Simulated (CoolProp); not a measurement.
Vapour-liquid equilibrium of n-pentane (1) + benzene (2) at 3.78 bar; x and y are mole fractions of (1).

Model: multi-fluid Helmholtz-energy mixture model, Thol 2019 and Thol 2012; pair parameters Bell 2016, in CoolProp.

| x | bubble temperature, mixture model (°C) | bubble temperature, Raoult's law (°C) | y, mixture model | y, Raoult's law |
|---|---|---|---|---|
| 0.05 | … | 125.8 | 0.167 | 0.135 |
| 0.125 | 116.0 | 120.2 | 0.346 | 0.302 |
| 0.2 | 110.0 | 115.2 | … | 0.435 |
| 0.275 | … | 110.6 | 0.565 | 0.544 |
| 0.35 | 101.4 | 106.4 | … | 0.633 |
| 0.425 | 98.0 | 102.6 | 0.696 | 0.706 |
| 0.5 | 95.2 | 99.0 | 0.746 | 0.768 |
| 0.575 | … | 95.8 | 0.790 | 0.820 |
| 0.65 | 90.3 | 92.7 | … | 0.864 |
| 0.725 | … | 89.9 | 0.868 | 0.901 |
| 0.8 | 86.0 | 87.3 | 0.905 | 0.933 |
| 0.875 | 84.1 | 84.8 | … | 0.961 |
| 0.95 | 82.2 | 82.5 | 0.976 | 0.986 |

Q: Fill in the missing entries.

A: 
- 0.05, bubble temperature, mixture model (°C): 123.6
- 0.2, y, mixture model: 0.472
- 0.275, bubble temperature, mixture model (°C): 105.3
- 0.35, y, mixture model: 0.637
- 0.575, bubble temperature, mixture model (°C): 92.6
- 0.65, y, mixture model: 0.830
- 0.725, bubble temperature, mixture model (°C): 88.1
- 0.875, y, mixture model: 0.941

The largest gap from Raoult's law is -5.3 K in bubble temperature, at x = 0.275. No azeotrope shows between x = 0.05 and 0.95.

The pair parameters rest on a limited set of measurements; away from them the model extrapolates.
